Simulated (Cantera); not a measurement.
## SiH₄ + C₂H₄ + H₂ (silicon carbide growth)

Feed: 1 mol SiH₄, 0.046 mol C₂H₄, 2.3 mol H₂, equilibrated at 2098.15 K.

These are equilibrium values from Cantera (NASA tables, ideal gas, pure condensed phases), not measurements of a reactor. Candidate condensed phases: C, C₆H₆, C₇H₈, C₈H₁₈, Si, SiC; 87 gas species. Mutual solubility and eutectic melting of coexisting phases are not modelled. Gases not in the tables: Si₂H₆ and higher silanes. The numbers say what is thermodynamically allowed, not how fast it happens.

| P (Pa) | x H₂ | x Si | x H | x Si₂C | x SiH | n Si(l) | n SiC(s) |
|---|---|---|---|---|---|---|---|
| 100 | 0.774 | 0.131 | 0.0857 | 0.00531 | 0.00198 | 0.142 | 0.0629 |
| 270 | 0.891 | 0.0484 | 0.0560 | 0.00197 | 0.00129 | 0.653 | 0.0824 |
| 720 | 0.945 | 0.0182 | 0.0353 | 0.000738 | 0.000816 | 0.815 | 0.0885 |
| 1900 | 0.970 | 0.00688 | 0.0220 | 0.000280 | 0.000509 | 0.872 | 0.0906 |
| 5200 | 0.983 | 0.00252 | 0.0134 | 0.000102 | 0.000310 | 0.894 | 0.0915 |
| 14000 | 0.990 | 0.000934 | 0.00819 | 3.80e-5 | 0.000190 | 0.902 | 0.0917 |
| 37000 | 0.994 | 0.000354 | 0.00505 | 1.44e-5 | 0.000117 | 0.905 | 0.0918 |
| 100000 | 0.996 | 0.000131 | 0.00307 | 5.31e-6 | 7.11e-5 | 0.906 | 0.0918 |
x: gas mole fraction; n: condensed amount in mol.

From 1.00 mbar to 1.00 bar the condensed part is Si(l) + SiC(s). The main Si-bearing gas is Si at 1.00 mbar and SiH₂ at 1.00 bar. The share of Si in condensed phases is highest at 1.00 bar (99.8 %) and lowest at 1.00 mbar (20.5 %).
